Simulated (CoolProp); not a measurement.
A simple Rankine cycle with water: condensing at 289.15 K, boiler at 7.94 MPa, turbine inlet 569.6 K, turbine efficiency 0.9, pump efficiency 0.8, no recuperator. Each further row changes one setting.

The numbers come from the reference Helmholtz-energy equation of state, Wagner 2002 in CoolProp.

| case | thermal efficiency (%) | net work (kJ/kg) | heat in (kJ/kg) | turbine exit temperature (K) | volume ratio over the turbine |
|---|---|---|---|---|---|
| as stated | 36.5 | 984 | 2690 | 289.1 | 2120 |
| turbine inlet 589.6 K | 36.8 | 1030 | 2790 | 289.1 | 1960 |
| condensing temperature 281.15 K | 37.6 | 1020 | 2730 | 281.2 | 3450 |
| boiler pressure 5.56 MPa | 35.7 | 1010 | 2820 | 289.1 | 1370 |
| turbine efficiency 0.8 | 32.4 | 874 | 2690 | 289.1 | 2250 |

The expansion ends wet for: as stated; turbine inlet 589.6 K; condensing temperature 281.15 K; boiler pressure 5.56 MPa; turbine efficiency 0.8.
